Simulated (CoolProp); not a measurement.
CH2F2 (R32) at 298.15 K and 9.37 MPa is throttled through a valve to 5.05 MPa with no heat exchange. Each further row changes one setting.

Model: reference Helmholtz-energy equation of state, Tillner-Roth 1997, in CoolProp.

```csv
case,temperature change (K),final phase,final density (kg/m³)
as stated,-0.3,liquid,982
outlet pressure 1.51 MPa,-4.1,"two-phase, vapour fraction 0.023",648
outlet pressure 6.57 MPa,-0.1,liquid,990
```
